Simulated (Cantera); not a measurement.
Standard-state values (1 bar) from the NASA 1993 polynomials, evaluated with Cantera. Values are per mole of reaction as written; species without (g) are pure solids or liquids, kept so even where they would boil at 1 bar.

Mg + CO₂(g) ⇌ CO(g) + MgO

```json
[
 {"T (K)": "423", "ΔH° (kJ)": "___", "ΔS° (J/K)": "___", "ΔG° (kJ)": "___", "log10 K": "___"},
 {"T (K)": "473", "ΔH° (kJ)": "___", "ΔS° (J/K)": "___", "ΔG° (kJ)": "___", "log10 K": "___"},
 {"T (K)": "523", "ΔH° (kJ)": "-317.3", "ΔS° (J/K)": "-19.4", "ΔG° (kJ)": "-307.2", "log10 K": "30.68"},
 {"T (K)": "573", "ΔH° (kJ)": "___", "ΔS° (J/K)": "___", "ΔG° (kJ)": "___", "log10 K": "___"},
 {"T (K)": "623", "ΔH° (kJ)": "___", "ΔS° (J/K)": "___", "ΔG° (kJ)": "___", "log10 K": "___"}
]
```

Question: What belongs in the gaps?

Answer: 
- 423, ΔH° (kJ): -317.7
- 423, ΔS° (J/K): -20.2
- 423, ΔG° (kJ): -309.2
- 423, log10 K: 38.18
- 473, ΔH° (kJ): -317.5
- 473, ΔS° (J/K): -19.7
- 473, ΔG° (kJ): -308.2
- 473, log10 K: 34.03
- 573, ΔH° (kJ): -317.2
- 573, ΔS° (J/K): -19.1
- 573, ΔG° (kJ): -306.2
- 573, log10 K: 27.92
- 623, ΔH° (kJ): -317.1
- 623, ΔS° (J/K): -18.9
- 623, ΔG° (kJ): -305.3
- 623, log10 K: 25.60
